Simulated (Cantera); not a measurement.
## Counterflow diffusion flame

A counterflow diffusion flame at 1.00 atm, nozzles 20 mm apart: fuel side H₂ : N₂ = 1 : 0.21 (molar parts) at 500 K, oxidiser side O₂ : N₂ = 0.27 : 0.73 (molar parts) at 600 K, fuel mass flux 0.49 times the oxidiser's; mixture-averaged transport, no radiation.

Detailed kinetics in Cantera: the H2/O2 subset of GRI-Mech 3.0, which has no nitrogen chemistry. The maximum strain rate includes the flame's own expansion and is several times the mean.

| oxidiser flux (kg/m²/s) | max strain (1/s) | mean strain (1/s) | T max (K) | peak x OH | peak x H | peak x H₂O | peak x HO₂ |
|---|---|---|---|---|---|---|---|
| 0.61 | 568 | 146 | 2646 | 0.0303 | 0.0206 | 0.318 | 3.99e-5 |
| 0.87 | 778 | 208 | 2609 | 0.0305 | 0.0223 | 0.315 | 5.19e-5 |
| 1.2 | 1020 | 286 | 2566 | 0.0306 | 0.0243 | 0.312 | 6.44e-5 |
| 1.8 | 1430 | 429 | 2497 | 0.0304 | 0.0273 | 0.309 | 8.21e-5 |
| 2.5 | 1870 | 597 | 2444 | 0.0304 | 0.0304 | 0.305 | 9.83e-5 |
| 3.6 | 2590 | 859 | 2373 | 0.0300 | 0.0341 | 0.301 | 0.000119 |
| 5.2 | 3670 | 1240 | 2295 | 0.0292 | 0.0382 | 0.298 | 0.000141 |
| 7.5 | 5190 | 1790 | 2213 | 0.0280 | 0.0424 | 0.294 | 0.000163 |
x: mole fraction; the columns are a selection and need not sum to one.
